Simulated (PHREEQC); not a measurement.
Consider water at 73 °C with 0.0285 mol H3PO4 and 3.9e-05 mol K2HPO4 per kg of water. Closed to the air; pH follows from the charge balance.

Equilibrium calculation in PHREEQC: ion-association model, phreeqc.dat.

```
Property                       Result
--------------------  ---------------
pH                               2.05
ionic strength        0.00982 mol/kgw
specific conductance       7920 µS/cm
total alkalinity         -28.5 meq/kg
```

| species | molality | activity | log γ |
|---|---|---|---|
| H3PO4 | 0.0187 | 0.0188 | 0.001 |
| H2PO4- | 0.00982 | 0.00881 | -0.047 |
| H+ | 0.00975 | 0.00883 | -0.043 |
| K+ | 7.80e-5 | 6.96e-5 | -0.050 |
| HPO4-2 | 1.21e-7 | 7.81e-8 | -0.191 |

No solid was allowed to form. At this temperature some constants are extrapolated from 25 °C, and those without enthalpy data are left unchanged.
